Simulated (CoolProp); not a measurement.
Values from CoolProp's reference Helmholtz-energy equation of state, Jacobsen 1992.

Task: For R11, give the phase and the cp (kJ/(kg K)), cv (kJ/(kg K)) at 76.55 °C and 0.101 MPa; 126.65 °C and 0.101 MPa; 201.75 °C and 0.101 MPa.

Result: 
- 76.55 °C and 0.101 MPa: gas; cp 0.621, cv 0.555
- 126.65 °C and 0.101 MPa: gas; cp 0.645, cv 0.581
- 201.75 °C and 0.101 MPa: gas; cp 0.677, cv 0.614
